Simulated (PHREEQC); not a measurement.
3.4 g of hydrous ferric oxide (600 m²/g; 0.2 weak and 0.005 strong sites per Fe, Dzombak-Morel constants, diffuse double layer) in 1 kg of water with 0.3 mol/kgw of an inert sodium salt and 0.012 mol NaF, at 25 °C; the pH is set by adding NaOH or the inert anion's acid. Oxygen alone is held at its pressure in air (log pO2 = -0.68). No CO2 enters from the air. Precipitation was switched off in this run.

The series has 13 steps of pH, from 4 to 12.

Model: ion-association model, wateq4f.dat, run in PHREEQC.

Question: At which pH does the surface charge pass through zero?

Answer: Near pH 7.8.

Species that the database lacks are ignored.
